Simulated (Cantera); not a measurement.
Gas mixture: H₂O = 0.25 (molar parts), at 0.132 atm, frozen composition.

Cantera's kinetic-theory transport with the Lennard-Jones parameters of GRI-Mech 3.0, ideal gas; thermal conductivity in the multicomponent form. Polar gases are described roughly by these parameters.

D: mixture-averaged diffusion coefficient of that species in the mixture.

```json
[
 {"T (K)": "400", "ρ (kg/m³)": "0.0722", "cp (J/kg/K)": "1902", "μ (µPa s)": "14.0", "λ (mW/m/K)": "36.8", "Pr": "0.722", "D (cm²/s) H₂": "11.0", "D (cm²/s) C₂H₂": "2.30", "D (cm²/s) NH₃": "2.67"},
 {"T (K)": "650", "ρ (kg/m³)": "0.0444", "cp (J/kg/K)": "2049", "μ (µPa s)": "23.4", "λ (mW/m/K)": "67.1", "Pr": "0.714", "D (cm²/s) H₂": "26.1", "D (cm²/s) C₂H₂": "5.80", "D (cm²/s) NH₃": "7.18"},
 {"T (K)": "900", "ρ (kg/m³)": "0.0321", "cp (J/kg/K)": "2220", "μ (µPa s)": "32.6", "λ (mW/m/K)": "102", "Pr": "0.713", "D (cm²/s) H₂": "45.6", "D (cm²/s) C₂H₂": "10.5", "D (cm²/s) NH₃": "13.6"},
 {"T (K)": "1150", "ρ (kg/m³)": "0.0251", "cp (J/kg/K)": "2401", "μ (µPa s)": "41.5", "λ (mW/m/K)": "140", "Pr": "0.715", "D (cm²/s) H₂": "69.1", "D (cm²/s) C₂H₂": "16.2", "D (cm²/s) NH₃": "21.8"},
 {"T (K)": "1400", "ρ (kg/m³)": "0.0206", "cp (J/kg/K)": "2565", "μ (µPa s)": "[?]", "λ (mW/m/K)": "[?]", "Pr": "0.716", "D (cm²/s) H₂": "[?]", "D (cm²/s) C₂H₂": "[?]", "D (cm²/s) NH₃": "[?]"},
 {"T (K)": "1650", "ρ (kg/m³)": "0.0175", "cp (J/kg/K)": "2708", "μ (µPa s)": "[?]", "λ (mW/m/K)": "[?]", "Pr": "0.718", "D (cm²/s) H₂": "[?]", "D (cm²/s) C₂H₂": "[?]", "D (cm²/s) NH₃": "[?]"},
 {"T (K)": "1900", "ρ (kg/m³)": "0.0152", "cp (J/kg/K)": "2830", "μ (µPa s)": "65.6", "λ (mW/m/K)": "258", "Pr": "0.719", "D (cm²/s) H₂": "160", "D (cm²/s) C₂H₂": "38.6", "D (cm²/s) NH₃": "55.0"},
 {"T (K)": "2150", "ρ (kg/m³)": "0.0134", "cp (J/kg/K)": "2931", "μ (µPa s)": "72.7", "λ (mW/m/K)": "296", "Pr": "0.720", "D (cm²/s) H₂": "197", "D (cm²/s) C₂H₂": "47.6", "D (cm²/s) NH₃": "68.5"}
]
```

### Question
Fill in the missing entries.

### Answer

- 1400, μ (µPa s): 50.0
- 1400, λ (mW/m/K): 179
- 1400, D (cm²/s) H₂: 96.1
- 1400, D (cm²/s) C₂H₂: 22.9
- 1400, D (cm²/s) NH₃: 31.5
- 1650, μ (µPa s): 58.0
- 1650, λ (mW/m/K): 219
- 1650, D (cm²/s) H₂: 126
- 1650, D (cm²/s) C₂H₂: 30.3
- 1650, D (cm²/s) NH₃: 42.6
